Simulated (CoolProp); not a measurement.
Vapour-liquid equilibrium of isopentane (1) + toluene (2) at 0.0399 MPa; x and y are mole fractions of (1).

The numbers come from the multi-fluid Helmholtz-energy mixture model, Lemmon 2006 and Lemmon 2006; pair parameters Bell 2016 in CoolProp.

| x | bubble temperature, mixture model (°C) | bubble temperature, Raoult's law (°C) | y, mixture model | y, Raoult's law |
|---|---|---|---|---|
| 0.05 | 63.9 | 67.2 | 0.481 | 0.416 |
| 0.2 | 34.8 | 42.5 | 0.872 | 0.822 |
| 0.35 | 21.8 | 29.0 | 0.944 | 0.924 |
| 0.5 | 14.9 | 20.1 | 0.968 | 0.963 |
| 0.65 | 10.7 | 13.6 | 0.980 | 0.982 |
| 0.8 | 7.5 | 8.6 | 0.988 | 0.992 |
| 0.95 | 4.5 | 4.6 | 0.997 | 0.998 |

The largest gap from Raoult's law is -7.7 K in bubble temperature, at x = 0.2. No azeotrope shows between x = 0.05 and 0.95.

The pair parameters rest on a limited set of measurements; away from them the model extrapolates.
